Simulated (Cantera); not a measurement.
Feed: 1 mol HMDSO, 26 mol N2O, 0.16 mol H2, held at 10000 Pa.

Cantera equilibrium calculation (NASA polynomials, part measured and part estimated; ideal gas, pure solids and liquids). Candidate condensed phases: C, C6H6, C7H8, C8H18, H2O, Si, SiC, SiO2, Si2N2O, Si3N4; 151 gas species. The feed counts by its element totals alone. The numbers say what is thermodynamically allowed, not how fast it happens.

Question: At 527 °C, list the 4 most abundant gas species with their mole fractions, and the condensed phases.

Answer: N2 0.618, H2O 0.218, CO2 0.143, O2 0.0219. Condensed: SiO2(α-quartz).
